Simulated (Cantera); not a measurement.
**Thermodynamics of carbon deposition, reforming and gasification, feed C6H6 + NH3 + H2**

Feed: 1 mol C6H6, 0.76 mol NH3, 0.72 mol H2, held at 2.10 bar.

Method: chemical equilibrium by Gibbs-energy minimisation in Cantera with the NASA 1993 tables (ideal gas, pure condensed phases). Candidate condensed phases: C, C6H6, C7H8, C8H18; 92 gas species. The numbers say what is thermodynamically allowed, not how fast it happens.

| T (K) | x H2 | x N2 | x HCN | x H | x C2H2 (acetylene) | x CH4 | n C(graphite) |
|---|---|---|---|---|---|---|---|
| 1575 | 0.924 | 0.0725 | 0.000453 | 2.76e-5 | 1.95e-5 | 0.00326 | 5.98 |
| 1650 | 0.924 | 0.0723 | 0.000714 | 6.03e-5 | 4.22e-5 | 0.00238 | 5.98 |
| 1725 | 0.925 | 0.0721 | 0.00108 | 0.000123 | 8.52e-5 | 0.00179 | 5.98 |
| 1800 | 0.925 | 0.0718 | 0.00158 | 0.000238 | 0.000162 | 0.00138 | 5.98 |
| 1875 | 0.924 | 0.0714 | 0.00224 | 0.000435 | 0.000293 | 0.00109 | 5.98 |
| 1950 | 0.924 | 0.0709 | 0.00308 | 0.000760 | 0.000505 | 0.000872 | 5.97 |
| 2025 | 0.922 | 0.0703 | 0.00414 | 0.00128 | 0.000835 | 0.000710 | 5.96 |
| 2100 | 0.921 | 0.0696 | 0.00543 | 0.00206 | 0.00133 | 0.000587 | 5.95 |
| 2175 | 0.918 | 0.0687 | 0.00697 | 0.00323 | 0.00205 | 0.000491 | 5.94 |
| 2250 | 0.914 | 0.0676 | 0.00878 | 0.00490 | 0.00306 | 0.000416 | 5.92 |
| 2325 | 0.910 | 0.0663 | 0.0109 | 0.00724 | 0.00445 | 0.000354 | 5.89 |
x: gas mole fraction; n: condensed amount in mol.

From 1575 K to 2325 K the condensed part is C(graphite). The main C-bearing gas is CH4 at 1575 K and HCN at 2325 K.
